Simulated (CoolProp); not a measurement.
Vapour-liquid equilibrium of dimethyl carbonate (1) + n-octane (2) at 2.5 bar; x and y are mole fractions of (1).

Values from CoolProp's multi-fluid Helmholtz-energy mixture model, Zhou 2011 and Beckmüller 2019; pair parameters Bell 2016.

Question: Give the bubble temperature and the first vapour's composition at x = 0.05, 0.2, 0.65. Is there an azeotrope?

Answer: x = 0.05: 152.1 °C, y = 0.221; x = 0.2: 134.9 °C, y = 0.548; x = 0.65: 121.7 °C, y = 0.781. y crosses x between x = 0.8 and 0.95: the model has an azeotrope there.

Pair parameters are fitted to limited data, so mixtures are less certain than the pure fluids.
